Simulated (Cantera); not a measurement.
A freely propagating, adiabatic, planar premixed flame of H2 : O2 : N2 : H2O = 1 : 0.227 : 1.07 : 0.07 (molar parts), unburnt at 398 K and 218 Torr; mixture-averaged transport, grid criteria slope 0.08 and curve 0.16, no radiation.

Computed with Cantera and the H2/O2 subset of GRI-Mech 3.0, which has no nitrogen chemistry. Burning velocities carry a grid error of a few per cent, more on coarse grids.

Question: Predict: laminar burning velocity; thermal thickness; peak x(O); peak x(H); peak x(H2O2).

Answer: 
| Property | Value |
|---|---|
| laminar burning velocity | 317 cm/s |
| thermal thickness | 1.93 mm |
| peak x(O) | 0.00223 |
| peak x(H) | 0.0727 |
| peak x(H2O2) | 2.36e-5 |
